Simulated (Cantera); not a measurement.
Charge: 1 mol Al, 0.02 mol CO₂, 120 mol N₂, equilibrated at 625 K and 0.0100 bar.

Equilibrium computed with Cantera from the NASA thermochemical tables; the gas is ideal and each condensed phase is pure. Candidate condensed phases: Al, AlN, Al₂O₃, C; 32 gas species. The numbers say what is thermodynamically allowed, not how fast it happens.

Base state: N₂ 1.00 (mole fractions); condensed: AlN(s) + Al₂O₃(s) + C(graphite).

Q: What changes in the equilibrium state with this change: temperature from 625 K to 2073 K?

A: 
```
species           before     after
----------------  ------  --------
N₂                  1.00     0.992
Al                 <1e-9   0.00793
CO                 <1e-9  0.000165
Al₂O               <1e-9  0.000165
AlN(s), mol        0.973         0
Al₂O₃(s), mol     0.0133         0
C(graphite), mol  0.0200         0
```
